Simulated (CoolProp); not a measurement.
Computed with CoolProp (reference Helmholtz-energy equation of state, Akasaka 2020).

Q: For R1123, give the phase and the cp (kJ/(kg K)), cv (kJ/(kg K)), Joule-Thomson coefficient (K/MPa), fugacity coefficient at 40.75 °C and 34.9 bar; 111.95 °C and 34.9 bar.

A: 
- 40.75 °C and 34.9 bar: liquid; cp 2.08, cv 0.907, Joule-Thomson coefficient 1.21, fugacity coefficient 0.644
- 111.95 °C and 34.9 bar: gas; cp 1.16, cv 0.911, Joule-Thomson coefficient 7.15, fugacity coefficient 0.847
